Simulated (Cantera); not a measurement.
Thermodynamics of sublimation and decomposition of ceramics, feed Si3N4 + Si + H2 + C

Input: 1 mol Si3N4, 0.04 mol Si, 5.6 mol H2, 0.0062 mol C, held at 0.00133 bar.

Equilibrium computed with Cantera from the NASA thermochemical tables; the gas is ideal and each condensed phase is pure. Candidate condensed phases: C, C6H6, C7H8, C8H18, Si, SiC, Si3N4; 125 gas species. Ions and electrons are included (thermal ionisation). The tables' values for SiN are old estimates; treat these amounts as uncertain. Gases not in the tables: Si2H6 and higher silanes. Equilibrium is a limit: real reactors are often held back by kinetics, nucleation or transport.

| T (K) | x H | x H2 | x N2 | x Si | x N | x e- | x Si+ | x SiH | n Si(l) |
|---|---|---|---|---|---|---|---|---|---|
| 2000 | 0.0367 | 0.679 | 0.249 | 0.0327 | 1.23e-8 | 2.35e-9 | 2.30e-9 | 0.000667 | 2.75 |
| 2500 | 0.350 | 0.259 | 0.155 | 0.233 | 3.15e-6 | 9.29e-7 | 9.27e-7 | 0.00115 | 0 |
| 3000 | 0.659 | 0.0232 | 0.126 | 0.191 | 0.000135 | 2.46e-5 | 2.46e-5 | 0.000149 | 0 |
| 3500 | 0.686 | 0.00180 | 0.122 | 0.187 | 0.00212 | 0.000278 | 0.000278 | 2.54e-5 | 0 |
| 4000 | 0.682 | 0.000244 | 0.114 | 0.183 | 0.0164 | 0.00175 | 0.00175 | 6.45e-6 | 0 |
| 4500 | 0.660 | 4.86e-5 | 0.0825 | 0.172 | 0.0708 | 0.00726 | 0.00726 | 2.04e-6 | 0 |
| 5000 | 0.619 | 1.24e-5 | 0.0309 | 0.146 | 0.160 | 0.0217 | 0.0217 | 6.97e-7 | 0 |
x: gas mole fraction; n: condensed amount in mol.

At 2000 K the condensed part is Si(l). From 2500 K to 5000 K nothing is condensed. The main Si-bearing gas is Si throughout.
